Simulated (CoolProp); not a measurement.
Saturation properties of R245fa (Tc = 427.0 K, pc = 3651 kPa, ω = 0.378).

The numbers come from the reference Helmholtz-energy equation of state, Akasaka 2015 in CoolProp.

```
T (K)     p (kPa)  vapour density (kg/m³)  vapour viscosity (µPa s)
-----  ----------  ----------------------  ------------------------
236.6       7.329                  0.5026                      9.30
241.8       10.16                  0.6832                      9.52
246.9  (withheld)                  0.9090                      9.72
252.1       18.51                   1.199                      9.93
257.2  (withheld)                   1.552                      10.1
262.3       31.70                   1.985                      10.3
267.5       40.91              (withheld)                      10.6
272.6       51.95              (withheld)                      10.8
277.8       65.57                   3.928                      11.0
282.9  (withheld)                   4.823                      11.2
288.1       100.9                   5.896                      11.4
```

### Question
Fill in the missing entries.

### Answer

- 246.9, p (kPa): 13.78
- 257.2, p (kPa): 24.38
- 267.5, vapour density (kg/m³): 2.522
- 272.6, vapour density (kg/m³): 3.156
- 282.9, p (kPa): 81.56

It boils at 288.2 K under 1 atm.

Viscosity comes from a separate model (Bell 2016), an estimate that may be off by 10 % or more.
